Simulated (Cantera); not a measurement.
Input: 1 mol PbO, 21 mol N2, held at 1473.15 K and 13.0 mbar.

Cantera equilibrium calculation (NASA polynomials, part measured and part estimated; ideal gas, pure solids and liquids). Candidate condensed phases: Pb, PbO, PbO2, Pb3O4; 12 gas species. Gases not in the tables: (PbO)n polymers. Equilibrium is a limit: real reactors are often held back by kinetics, nucleation or transport.

Base state: N2 0.948, PbO 0.0314, Pb 0.0138, O2 0.00677, NO 0.000211 (mole fractions); condensed: gas only.

What changes in the equilibrium state with this change: temperature from 1473.15 K to 898.15 K?


| species | before | after |
|---|---|---|
| N2 | 0.948 | 1.000 |
| PbO | 0.0314 | 5.32e-7 |
| Pb | 0.0138 | 1.14e-7 |
| O2 | 0.00677 | 5.43e-8 |
| NO | 0.000211 | 5.15e-9 |
| PbO(yellow), mol | 0 | 1.000 |

What changes in the equilibrium state with this change: temperature from 1473.15 K to 1548 K?


| species | before | after |
|---|---|---|
| N2 | 0.948 | 0.946 |
| PbO | 0.0314 | 0.0275 |
| Pb | 0.0138 | 0.0176 |
| NO | 0.000211 | 0.000341 |
| O2 | 0.00677 | 0.00862 |

What changes in the equilibrium state with this change: temperature from 1473.15 K to 1598 K?


```json
[
 {"species": "N2", "before": "0.948", "after": "0.945"},
 {"species": "PbO", "before": "0.0314", "after": "0.0248"},
 {"species": "Pb", "before": "0.0138", "after": "0.0202"},
 {"species": "O", "before": "2.02e-6", "after": "1.23e-5"},
 {"species": "NO", "before": "0.000211", "after": "0.000455"},
 {"species": "O2", "before": "0.00677", "after": "0.00986"}
]
```
